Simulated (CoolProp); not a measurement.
Vapour-liquid equilibrium of CH2F2 (R32) (1) + R1234yf (2) at 212.1 K; x and y are mole fractions of (1).

Model: multi-fluid Helmholtz-energy mixture model, Tillner-Roth 1997 and Lemmon 2022; pair parameters Bell 2023, in CoolProp.

| x | bubble pressure, mixture model (MPa) | bubble pressure, Raoult's law (MPa) | y, mixture model | y, Raoult's law |
|---|---|---|---|---|
| 0.05 | 0.02405 | 0.02183 | 0.217 | 0.140 |
| 0.125 | 0.03010 | 0.02494 | 0.419 | 0.307 |
| 0.2 | 0.03552 | 0.02805 | 0.544 | 0.437 |
| 0.275 | 0.04022 | 0.03116 | 0.628 | 0.540 |
| 0.35 | 0.04421 | 0.03427 | 0.688 | 0.625 |
| 0.425 | 0.04755 | 0.03739 | 0.733 | 0.696 |
| 0.5 | 0.05033 | 0.04050 | 0.768 | 0.756 |
| 0.575 | 0.05266 | 0.04361 | 0.799 | 0.808 |
| 0.65 | 0.05467 | 0.04672 | 0.826 | 0.852 |
| 0.725 | 0.05643 | 0.04984 | 0.854 | 0.891 |
| 0.8 | 0.05802 | 0.05295 | 0.883 | 0.925 |
| 0.875 | 0.05945 | 0.05606 | 0.918 | 0.956 |
| 0.95 | 0.06066 | 0.05917 | 0.962 | 0.983 |

The largest gap from Raoult's law is +29.1 % in bubble pressure, at x = 0.275. No azeotrope shows between x = 0.05 and 0.95.

The pair parameters rest on a limited set of measurements; away from them the model extrapolates.
